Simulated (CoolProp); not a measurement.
R141b along the isobar 3.08 MPa: density (kg/m³) from the reference equation and from simpler models built on Tc = 204.4 °C, pc = 4.212 MPa, ω = 0.220; each cubic takes its own stable root.

Values from CoolProp's reference Helmholtz-energy equation of state, Lemmon 2006. It is a short technical equation, of lower accuracy than the large ones.

```csv
T (°C),phase,reference
-67.05,liquid,1406
-53.45,liquid,1381
-39.85,liquid,1357
-26.25,liquid,1333
-12.75,liquid,1309
0.85,liquid,1285
14.45,liquid,1260
28.05,liquid,1234
41.55,liquid,1208
55.15,liquid,1181
68.75,liquid,1153
82.35,liquid,1124
95.85,liquid,1093
109.45,liquid,1061
123.05,liquid,1025
136.65,liquid,986.8
```

Q: How far does each simpler model (van der Waals, Soave-Redlich-Kwong, Peng-Robinson) lie from the reference over these 16 states: mean and median of the absolute difference, and the worst?

A: 
- van der Waals: mean 38.5 %, median 38.3 %, worst -39.6 % at -67.05 °C and 3.08 MPa
- Soave-Redlich-Kwong: mean 8.8 %, median 8.5 %, worst -11.3 % at 136.65 °C and 3.08 MPa
- Peng-Robinson: mean 2.9 %, median 3.2 %, worst +4.0 % at 41.55 °C and 3.08 MPa
